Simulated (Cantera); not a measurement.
# Dilute partial oxidation

An isothermal, constant-pressure homogeneous reactor starts with CH₃OH : O₂ : N₂ = 0.018 : 0.015 : 1 (molar parts), equivalence ratio 1.8, at 1500 K and 17.0 bar.

Computed with Cantera and GRI-Mech 3.0 (53 species, 325 reactions). GRI-Mech 3.0 was tuned for natural gas; its chemistry of methanol as a main component is partial and can be far from experiment. The pressure lies above the range GRI-Mech 3.0 was tuned for (to about 10 atm).

```
t (s)      x CH₃OH      x O₂     x HCN     x NO₂       x H    x CH₃
--------  --------  --------  --------  --------  --------  -------
1.00e-6     0.0174    0.0145    <1e-12    <1e-12   1.62e-7  1.56e-6
5.24e-6     0.0173    0.0145  5.49e-12    <1e-12   2.95e-7  4.33e-6
2.75e-5     0.0147    0.0136  1.57e-10  4.00e-11   4.74e-6  1.13e-6
0.000144   7.17e-9   4.74e-6   4.41e-8  1.30e-11  0.000219  1.86e-7
0.000756   2.46e-9   7.23e-8   4.90e-8    <1e-12   1.67e-5  6.27e-8
0.00397   4.75e-10   6.37e-9   4.92e-8    <1e-12   2.40e-6  1.24e-8
0.0208    1.11e-10  6.10e-10   4.92e-8    <1e-12   6.07e-7  3.26e-9
0.109     7.62e-11  2.09e-12   4.91e-8    <1e-12   4.77e-7  2.46e-9
0.572     6.37e-11    <1e-12   4.81e-8    <1e-12   4.77e-7  2.25e-9
3.00      5.68e-11    <1e-12   4.34e-8    <1e-12   4.79e-7  2.03e-9
```
x: mole fraction; the columns are a selection and need not sum to one.

Equilibrium at this temperature and pressure: CH₃OH <1e-12, O₂ <1e-12, HCN 2.77e-8, NO₂ <1e-12, H 4.81e-7, CH₃ <1e-12 (gas phase only).
